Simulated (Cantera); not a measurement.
A perfectly stirred reactor is fed with CH4 : H2O = 1 : 2.9 (molar parts), at 1.50 bar; it is held at 1498 K, and followed from long to short residence time.

Detailed kinetics in Cantera: GRI-Mech 3.0 (53 species, 325 reactions).

x: mole fraction; the columns are a selection and need not sum to one.

| τ (s) | x CH4 | x H2O | x CH3 | x C2H6 | x C2H | x C2H4 |
|---|---|---|---|---|---|---|
| 0.83 | 0.114 | 0.623 | 5.87e-5 | 9.64e-5 | 1.93e-9 | (withheld) |
| 0.46 | 0.136 | 0.652 | 7.20e-5 | 0.000148 | 1.83e-9 | (withheld) |
| 0.25 | 0.161 | 0.678 | 8.81e-5 | 0.000228 | 1.59e-9 | (withheld) |
| 0.14 | 0.184 | 0.697 | 0.000105 | 0.000333 | 1.26e-9 | 0.00274 |
| 0.077 | 0.205 | 0.713 | 0.000122 | 0.000466 | 9.06e-10 | 0.00273 |
| 0.043 | 0.222 | 0.725 | 0.000137 | 0.000602 | 5.80e-10 | 0.00277 |
| 0.024 | 0.235 | 0.733 | 0.000149 | 0.000718 | 3.18e-10 | 0.00261 |
| 0.013 | 0.244 | 0.738 | 0.000155 | 0.000777 | 1.36e-10 | (withheld) |
| 0.0072 | 0.249 | 0.741 | 0.000153 | 0.000744 | 4.64e-11 | (withheld) |
| 0.0040 | 0.253 | 0.743 | 0.000144 | 0.000624 | 1.20e-11 | (withheld) |
| 0.0022 | 0.254 | 0.743 | 0.000128 | 0.000450 | 2.29e-12 | (withheld) |

Question: Some entries are withheld; supply them.

Answer: 
- 0.83, x C2H4: 0.00409
- 0.46, x C2H4: 0.00349
- 0.25, x C2H4: 0.00298
- 0.013, x C2H4: 0.00211
- 0.0072, x C2H4: 0.00140
- 0.0040, x C2H4: 0.000755
- 0.0022, x C2H4: 0.000326
